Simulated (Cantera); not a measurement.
Input: 1 mol CH₃F, 0.88 mol F₂, equilibrated at 2152 °C and 1.00 bar.

These are equilibrium values from Cantera (NASA tables, ideal gas, pure condensed phases), not measurements of a reactor. Candidate condensed phases: C, C₆H₆, C₇H₈, C₈H₁₈; 95 gas species. Rates play no part.

Base state: HF 0.956, H₂ 0.0396, H 0.00356, C₂H₂ (acetylene) 0.000309, F 0.000147 (mole fractions); condensed: C(graphite).

**Question.** What changes in the equilibrium state with this change: F₂ from 0.88 to 0.016 mol?

**Answer.** 
| species | before | after |
|---|---|---|
| HF | 0.956 | 0.509 |
| H₂ | 0.0396 | 0.475 |
| H | 0.00356 | 0.0123 |
| CH₄ | 2.66e-7 | 3.84e-5 |
| CH₃ | 4.38e-7 | 1.82e-5 |
| C(graphite), mol | 0.998 | 0.985 |
